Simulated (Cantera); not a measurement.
A Cantera script and what it prints.

```python
import numpy as np
import cantera as ct

gas_names = [...]  # 143 gases of nasa_gas.yaml made of C, Cl, F, H, Si
cond_names = """
    C(gr) C6H6(L) C7H8(L) C8H18(L),n-octa Si(cr) Si(L) SiC(b)
""".split()


# ... load() reads the species with a 1 bar reference pressure and builds the phases ...
atoms = {
    'c-C4F8': {'C': 4, 'F': 8},
    'HCl': {'H': 1, 'CL': 1},
    'Si': {'Si': 1},
}
top_T = {'C(gr)': 4500, 'SiC(b)': 3050}  # K; cautious upper limits of use, not melting points


# ... equilibrate(T, P, feed) seeds the gas with the atoms and calls Mixture.equilibrate('TP', solver="vcs", rtol=1e-11, max_steps=5000) ...
results = []
T = 1923.15  # K
P = 370  # Pa
for m in [0.096, 0.26, 0.43, 0.59, 0.75, 0.92, 1.1, 1.2, 1.4, 1.6]:
    feed = {'c-C4F8': 1, 'HCl': 0.019, 'Si': m}  # mol
    mix = equilibrate(T, P, feed)
    results.append((T, P, feed, dict(zip(mix.species_names, mix.species_moles))))

top = {s: max(r[3][s] / sum(r[3][g] for g in gas_names) for r in results) for s in gas_names}
cols = sorted((s for s in top if top[s] > 0.0001), key=lambda s: -top[s])[:7]
seen = [c for c in cond_names if any(r[3].get(c, 0) > 1e-12 for r in results)]
print("log10 of partial pressures in bar; condensed amounts in mol")
print(f"{'n(Si)':>10s}" + "".join(f"{s[:9]:>10s}" for s in cols + seen))
for T, P, feed, n in results:
    ng = sum(n[g] for g in gas_names)
    print(f"{feed['Si']:10.4g}" + "".join(f"{np.log10(max(n[s] / ng * P / 1e5, 1e-99)):10.3f}" for s in cols)
          + "".join(f"{n.get(c, 0):10.4g}" for c in seen))
```

Output:

```
log10 of partial pressures in bar; condensed amounts in mol
     n(Si)       CF4      SiF4       CF2         F        HF        CL       CF3     C(gr)
     0.096    -2.521    -3.789    -3.501    -3.908    -4.492    -4.494    -4.663     2.022
      0.26    -2.561    -3.355    -3.521    -3.918    -4.491    -4.493    -4.692     2.191
      0.43    -2.606    -3.135    -3.543    -3.929    -4.490    -4.492    -4.726     2.365
      0.59    -2.653    -2.997    -3.567    -3.941    -4.489    -4.490    -4.762     2.529
      0.75    -2.706    -2.891    -3.594    -3.954    -4.487    -4.489    -4.801     2.694
      0.92    -2.771    -2.801    -3.626    -3.971    -4.486    -4.487    -4.850     2.869
       1.1    -2.853    -2.721    -3.667    -3.991    -4.484    -4.485    -4.911     3.055
       1.2    -2.906    -2.682    -3.693    -4.004    -4.483    -4.484    -4.951     3.159
       1.4    -3.036    -2.613    -3.759    -4.037    -4.480    -4.481    -5.049     3.366
       1.6    -3.224    -2.552    -3.852    -4.084    -4.477    -4.478    -5.190     3.575
```

Cantera equilibrium calculation (NASA polynomials, part measured and part estimated; ideal gas, pure solids and liquids). The feed counts by its element totals alone. The tables' values for SiF3 are old estimates; treat these amounts as uncertain. Gases not in the tables: C2F6 and larger saturated fluorocarbons.
